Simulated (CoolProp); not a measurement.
Vapour-liquid equilibrium of R22 (1) + R115 (2) at 216.6 K; x and y are mole fractions of (1).

Values from CoolProp's multi-fluid Helmholtz-energy mixture model, Kamei 1995 and Lemmon 2016; pair parameters Bell 2016.

Give the bubble pressure and the first vapour's composition at x = 0.05, 0.2, 0.725. Is there an azeotrope?

x = 0.05: 0.04852 MPa, y = 0.143; x = 0.2: 0.05536 MPa, y = 0.326; x = 0.725: 0.05504 MPa, y = 0.625. y crosses x between x = 0.425 and 0.5: the model has an azeotrope there.

Pair parameters are fitted to limited data, so mixtures are less certain than the pure fluids.
